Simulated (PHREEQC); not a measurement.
1.4 g of hydrous ferric oxide (600 m²/g; 0.2 weak and 0.005 strong sites per Fe, Dzombak-Morel constants, diffuse double layer) in 1 kg of water with 0.1 mol/kgw of an inert sodium salt and 5.8e-06 mol Na2SO4, at 25 °C; the pH is set by adding NaOH or the inert anion's acid. Oxygen alone is held at its pressure in air (log pO2 = -0.68). The system is closed to CO2. Precipitation was switched off in this run.

Base run: PHREEQC, ion-association model, wateq4f.dat. Each further column changes one thing. The table gives S sorbed (%).

```
pH   base  background salt from 0.1 to 0.01 mol/kgw  oxide from 1.4 to 7 g/kgw  0.00037 mol/kgw SrCl2 added
---  ----  ----------------------------------------  -------------------------  ---------------------------
3    99.8                                     100.0                       99.9                         99.8
4    99.7                                     100.0                       99.9                         99.7
4.5  99.4                                     100.0                       99.9                         99.4
5.5  96.3                                      99.7                       99.2                         96.2
6.5  61.1                                      89.3                       88.7                         60.9
7.5   4.8                                      12.4                       20.1                          5.5
8     0.8                                       1.6                        3.7                          1.0
9     0.0                                       0.0                        0.1                          0.0
```

The oxide is taken as insoluble; below pH 4 it would dissolve.
